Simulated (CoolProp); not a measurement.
The numbers come from the reference Helmholtz-energy equation of state, Polt 1992 in CoolProp. This equation is an older, rougher fit; its heat capacities, sound speeds and derivatives of the liquid may be far off and weren't checked against measurements.

Task: Give the vapour pressure (MPa), liquid density (kg/m³), vapour density (kg/m³), enthalpy of vaporisation (kJ/kg) of saturated propyne at 332.6, 350.8, 378.1 K.

Result: 
```csv
T (K),p (MPa),liquid density (kg/m³),vapour density (kg/m³),enthalpy of vaporisation (kJ/kg)
332.6,1.42,552,25.9,408
350.8,2.14,516,40.3,363
378.1,3.67,446,79.1,267
```
